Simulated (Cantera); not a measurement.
What does this Cantera script print?

```python
import numpy as np
import cantera as ct

gas_names = """
    Fe FeO Fe(OH)2 H HNO HNO2 HNO3 HO2 H2 H2O H2O2 H2S H2SO4 N NH NH2 NH3 NH2OH NO NO2 NO3 N2 N2H2 N2H4
    N2O O OH O2 O3 S SH SN SO SO2 SO3 S2 S2O S8
""".split()
cond_names = """
    Fe(a) Fe(c) Fe(d) Fe(L) FeO(s) FeO(L) Fe(OH)2(s) Fe(OH)3(s) FeS(a) FeS(b) FeS(c) FeS(L) FeSO4(s)
    FeS2(s) Fe2O3(s) Fe2S3O12(s) Fe3O4(s) H2O(s) H2O(L) H2SO4(L) S(cr1) S(cr2) S(L)
""".split()


def load(file, names, dense=False):
    # The tables refer to 1 bar. Condensed volumes are neglected.
    table = {s.name: s for s in ct.Species.list_from_file(file)}
    out = []
    for n in names:
        d = dict(table[n].input_data)
        d["thermo"] = dict(d["thermo"], **{"reference-pressure": 1e5})
        if dense:
            d["equation-of-state"] = {"model": "constant-volume", "density": "1e6 g/cm^3"}
        out.append(ct.Species.from_dict(d))
    return out


gas = ct.Solution(thermo="ideal-gas", species=load("nasa_gas.yaml", gas_names))
cond = {s.name: ct.Solution(thermo="fixed-stoichiometry", species=[s], name=s.name)
        for s in load("nasa_condensed.yaml", cond_names, dense=True)}
atoms = {
    'Fe2O3': {'Fe': 2, 'O': 3},
    'H2S': {'H': 2, 'S': 1},
    'N2': {'N': 2},
}
top_T = {'FeSO4(s)': 950, 'FeS2(s)': 1010, 'Fe2O3(s)': 1830, 'Fe2S3O12(s)': 1100, 'Fe3O4(s)': 1870}  # K; cautious upper limits of use, not melting points


def equilibrate(T, P, feed):
    n = {}
    for name, mol in feed.items():
        for a, k in atoms[name].items():
            n[a] = n.get(a, 0.0) + k * mol
    gas.TPX = T, P, n
    mass = sum(n.values()) * gas.mean_molecular_weight
    gas.equilibrate("TP")
    valid = [c for c in cond.values() if c.min_temp <= T <= top_T.get(c.name, c.max_temp)]
    mix = ct.Mixture([(gas, mass / gas.mean_molecular_weight)] + [(c, 0.0) for c in valid])
    mix.T, mix.P = T, P
    mix.equilibrate("TP", solver="vcs", rtol=1e-11, max_steps=5000)
    return mix


results = []
feed = {'Fe2O3': 1, 'H2S': 0.63, 'N2': 1}  # mol
T = 1175  # K
P = 19000  # Pa
mix = equilibrate(T, P, feed)
results.append((T, P, feed, dict(zip(mix.species_names, mix.species_moles))))
print(gas.report(threshold=0.001))
for i in range(1, mix.n_phases):
    print(f"{mix.phase(i).name:16s} {mix.phase_moles(i):12.5e} mol")
```

Result:

```
       temperature   1175 K
          pressure   19000 Pa
           density   0.054265 kg/m^3
  mean mol. weight   27.902 kg/kmol
   phase of matter   gas

                          1 kg             1 kmol
                     ---------------   ---------------
          enthalpy       -2.6772e+06       -7.4699e+07  J
   internal energy       -3.0273e+06       -8.4469e+07  J
           entropy            9491.2        2.6483e+05  J/K
    Gibbs function       -1.3829e+07       -3.8587e+08  J
 heat capacity c_p            1394.6             38912  J/K
 heat capacity c_v            1096.6             30597  J/K

                      mass frac. Y      mole frac. X     chem. pot. / RT
                     ---------------   ---------------   ---------------
                H2        0.00040296         0.0055771           -24.771
               H2O           0.21843           0.33832            -52.89
               H2S         0.0078491          0.006427           -36.391
                N2           0.55831           0.55608           -27.543
               SO2           0.19196          0.083613           -67.858
                S2          0.021969         0.0095601            -23.24
     [  +32 minor]         0.0010764        0.00042017

Fe(a)             0.00000e+00 mol
FeO(s)            0.00000e+00 mol
Fe(OH)2(s)        0.00000e+00 mol
Fe(OH)3(s)        0.00000e+00 mol
FeS(c)            4.32372e-01 mol
Fe2O3(s)          0.00000e+00 mol
Fe3O4(s)          5.22543e-01 mol
S(L)              0.00000e+00 mol
```

Equilibrium computed with Cantera from the NASA thermochemical tables; the gas is ideal and each condensed phase is pure. Mutual solubility and eutectic melting of coexisting phases are not modelled. FeS: taken at fixed stoichiometry. Gases not in the tables: S3 to S7.
